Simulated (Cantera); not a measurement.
Feed: 1 mol TiO2, a varied amount of H2, equilibrated at 6.00 bar.

Cantera equilibrium calculation (NASA polynomials, part measured and part estimated; ideal gas, pure solids and liquids). Candidate condensed phases: H2O, Ti, TiO, TiO2, Ti2O3, Ti3O5, Ti4O7; 12 gas species. Mutual solubility and eutectic melting of coexisting phases are not modelled. Rates play no part.

### Question
What condenses at these points (T in K, n(H2) in mol): (1598, 590); (1498, 1200); (1623, 910); (1573, 290); (1573, 1200)?

### Answer
```
T (K)  n(H2) in mol  condensed phases  Ti condensed (%)
-----  ------------  ----------------  ----------------
1598            590     Ti2O3 + Ti3O5             100.0
1498           1200     Ti2O3 + Ti3O5             100.0
1623            910             Ti2O3             100.0
1573            290             Ti3O5             100.0
1573           1200             Ti2O3             100.0
```
